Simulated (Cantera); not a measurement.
What does this Cantera script print?

```python
import numpy as np
import cantera as ct

gas = ct.Solution("gri30.yaml")
gas.TPX = 1350, 1000000, {'C3H8': 1, 'O2': 5.88, 'N2': 22.1}
reactor = ct.IdealGasReactor(gas, energy="on", clone=False)
net = ct.ReactorNet([reactor])
net.rtol, net.atol = 1e-08, 1e-16
show = ['C3H8', 'O2', 'C2H', 'C2H6', 'C2H2']
times = np.geomspace(2e-06, 4, 14)

steps = ct.SolutionArray(gas, extra=["t"])
rows = []
print(f"{'t/s':>10s}{'T/K':>9s}{'P/Pa':>11s}" + "".join(f"{s:>11s}" for s in show))
for t in times:
    while net.time < t:
        t_next = net.step()
        steps.append(gas.state, t=t_next)
    rows.append([np.interp(t, steps.t, y) for y in (steps.T, steps.P, *steps(*show).X.T)])
    print(f"{t:10.3e}{rows[-1][0]:9.1f}{rows[-1][1]:11.4g}" + "".join(f"{x:11.3e}" for x in rows[-1][2:]))
rate = np.gradient(steps.T, steps.t)
print("integrator steps:", len(steps.t))
if steps.T.max() > steps.T[0] + 200:
    print(f"time of steepest temperature rise: {steps.t[rate.argmax()]:.4e} s")
gas.TPX = 1350, 1000000, {'C3H8': 1, 'O2': 5.88, 'N2': 22.1}
gas.equilibrate("UV")
print(f"equilibrium (UV): T = {gas.T:.1f} K  " + "  ".join(f"{s} {gas[s].X[0]:.3e}" for s in show))
```

Result:

```
       t/s      T/K       P/Pa       C3H8         O2        C2H       C2H6       C2H2
 2.000e-06   1349.8  9.999e+05  3.448e-02  2.029e-01  1.079e-18  2.541e-07  7.774e-11
 6.106e-06   1349.4  9.997e+05  3.435e-02  2.028e-01  2.303e-16  8.547e-06  3.378e-09
 1.864e-05   1349.8  1.001e+06  3.365e-02  2.024e-01  1.521e-14  1.428e-04  1.315e-07
 5.690e-05   1354.6  1.007e+06  3.091e-02  2.006e-01  4.952e-13  6.834e-04  2.441e-06
 1.737e-04   3018.8  2.374e+06  8.559e-40  3.417e-02  2.651e-18  2.232e-27  3.378e-17
 5.303e-04   3006.5  2.363e+06  9.480e-40  3.119e-02  2.482e-18  2.394e-27  3.349e-17
 1.619e-03   3006.5  2.363e+06  9.480e-40  3.118e-02  2.482e-18  2.394e-27  3.349e-17
 4.942e-03   3006.5  2.363e+06  9.480e-40  3.118e-02  2.482e-18  2.394e-27  3.349e-17
 1.509e-02   3006.5  2.363e+06  9.480e-40  3.118e-02  2.482e-18  2.394e-27  3.349e-17
 4.606e-02   3006.5  2.363e+06  9.480e-40  3.118e-02  2.482e-18  2.394e-27  3.349e-17
 1.406e-01   3006.5  2.363e+06  9.480e-40  3.118e-02  2.482e-18  2.394e-27  3.349e-17
 4.292e-01   3006.5  2.363e+06  9.480e-40  3.118e-02  2.482e-18  2.394e-27  3.349e-17
 1.310e+00   3006.5  2.363e+06  9.480e-40  3.118e-02  2.482e-18  2.394e-27  3.349e-17
 4.000e+00   3006.5  2.363e+06  9.480e-40  3.118e-02  2.482e-18  2.394e-27  3.349e-17
integrator steps: 2092
time of steepest temperature rise: 1.2701e-04 s
equilibrium (UV): T = 3006.5 K  C3H8 1.653e-39  O2 3.118e-02  C2H 2.636e-18  C2H6 3.896e-27  C2H2 3.577e-17
```

Computed with Cantera and GRI-Mech 3.0 (53 species, 325 reactions). GRI-Mech 3.0 was tuned for natural gas; its chemistry of propane as a main component is partial and can be far from experiment. Above 3000 K some thermodynamic fits are extrapolated.
